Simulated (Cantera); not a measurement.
Cantera run:

```python
import numpy as np
import cantera as ct

gas_names = [...]  # 118 gases of nasa_gas.yaml made of C, Cl, F, H
cond_names = """
    C(gr) C6H6(L) C7H8(L) C8H18(L),n-octa
""".split()


# ... load() reads the species with a 1 bar reference pressure and builds the phases ...
atoms = {
    'CH2F2': {'C': 1, 'H': 2, 'F': 2},
    'HCl': {'H': 1, 'CL': 1},
    'H2': {'H': 2},
}
top_T = {'C(gr)': 4500}  # K; cautious upper limits of use, not melting points


# ... equilibrate(T, P, feed) seeds the gas with the atoms and calls Mixture.equilibrate('TP', solver="vcs", rtol=1e-11, max_steps=5000) ...
results = []
feed = {'CH2F2': 1, 'HCl': 0.028, 'H2': 0.8}  # mol
P = 10000  # Pa
for T in [1350, 1550, 1750, 1950, 2150, 2350, 2550, 2750, 2950]:
    mix = equilibrate(T, P, feed)
    results.append((T, P, feed, dict(zip(mix.species_names, mix.species_moles))))
    x = sorted(zip(gas.X, gas.species_names), reverse=True)
    print(f"T = {T:g} K  P = {P:g} Pa  gas = {mix.phase_moles(0):.4g} mol")
    print("   x: " + "  ".join(f"{s} {v:.3e}" for v, s in x if v > 1e-06))
    print("   condensed (mol): " + ("  ".join(f"{mix.phase(i).name} {mix.phase_moles(i):.4g}"
          for i in range(1, mix.n_phases) if mix.phase_moles(i) > 1e-12) or "none"))
```

Output:

```
T = 1350 K  P = 10000 Pa  gas = 2.828 mol
   x: HF 7.072e-01  H2 2.828e-01  HCL 9.901e-03  CH4 4.610e-05  H 4.008e-06
   condensed (mol): C(gr) 0.9999
T = 1550 K  P = 10000 Pa  gas = 2.828 mol
   x: HF 7.072e-01  H2 2.828e-01  HCL 9.899e-03  H 5.297e-05  CH4 1.626e-05  C2H2,acetylene 4.538e-06  CL 1.480e-06
   condensed (mol): C(gr) 0.9999
T = 1750 K  P = 10000 Pa  gas = 2.829 mol
   x: HF 7.071e-01  H2 2.826e-01  HCL 9.889e-03  H 3.910e-04  C2H2,acetylene 3.247e-05  CL 1.055e-05  CH4 7.293e-06
   condensed (mol): C(gr) 0.9998
T = 1950 K  P = 10000 Pa  gas = 2.831 mol
   x: HF 7.065e-01  H2 2.815e-01  HCL 9.841e-03  H 1.923e-03  C2H2,acetylene 1.539e-04  CL 5.040e-05  CH4 3.856e-06  F 1.611e-06
   condensed (mol): C(gr) 0.9991
T = 2150 K  P = 10000 Pa  gas = 2.838 mol
   x: HF 7.046e-01  H2 2.779e-01  HCL 9.686e-03  H 7.031e-03  C2H2,acetylene 5.383e-04  CL 1.793e-04  F 1.292e-05  CH4 2.268e-06  CH3 1.109e-06
   condensed (mol): C(gr) 0.9969
T = 2350 K  P = 10000 Pa  gas = 2.858 mol
   x: HF 6.997e-01  H2 2.685e-01  H 2.044e-02  HCL 9.290e-03  C2H2,acetylene 1.481e-03  CL 5.067e-04  F 7.346e-05  C2H 5.764e-06  C4H2 3.355e-06  CH3 1.985e-06  CF 1.465e-06  CH4 1.403e-06
   condensed (mol): C(gr) 0.9914
T = 2550 K  P = 10000 Pa  gas = 2.902 mol
   x: HF 6.889e-01  H2 2.485e-01  H 4.917e-02  HCL 8.469e-03  C2H2,acetylene 3.305e-03  CL 1.179e-03  F 3.236e-04  C2H 5.210e-05  C4H2 1.818e-05  CF 1.228e-05  C3 1.065e-05  C 3.265e-06  C2H2,vinylidene 3.040e-06  CH3 3.011e-06  C2HF 1.767e-06  C2HCL 1.398e-06  CH2 1.252e-06
   condensed (mol): C(gr) 0.9801
T = 2750 K  P = 10000 Pa  gas = 2.984 mol
   x: HF 6.691e-01  H2 2.136e-01  H 9.999e-02  HCL 7.084e-03  C2H2,acetylene 6.012e-03  CL 2.297e-03  F 1.183e-03  C2H 3.262e-04  C3 1.687e-04  CF 7.734e-05  C4H2 7.035e-05  C 3.776e-05  C2 1.631e-05  C2H2,vinylidene 1.008e-05  C2HF 6.686e-06  CH2 3.908e-06  CH 3.887e-06  CH3 3.775e-06  C2HCL 3.301e-06  CF2 3.226e-06  C5 1.352e-06
   condensed (mol): C(gr) 0.9592
T = 2950 K  P = 10000 Pa  gas = 3.12 mol
   x: HF 6.368e-01  H 1.730e-01  H2 1.641e-01  C2H2,acetylene 8.806e-03  HCL 5.213e-03  F 3.791e-03  CL 3.756e-03  C3 1.814e-03  C2H 1.484e-03  CF 3.945e-04  C 3.124e-04  C4H2 1.971e-04  C2 1.824e-04  C5 2.846e-05  C2H2,vinylidene 2.469e-05  C2HF 2.057e-05  CH 1.954e-05  CF2 1.116e-05  CH2 9.116e-06  C2HCL 5.937e-06  C4 5.301e-06  C6H2 4.676e-06  CH3 3.752e-06
   condensed (mol): C(gr) 0.912
```

Equilibrium computed with Cantera from the NASA thermochemical tables; the gas is ideal and each condensed phase is pure.
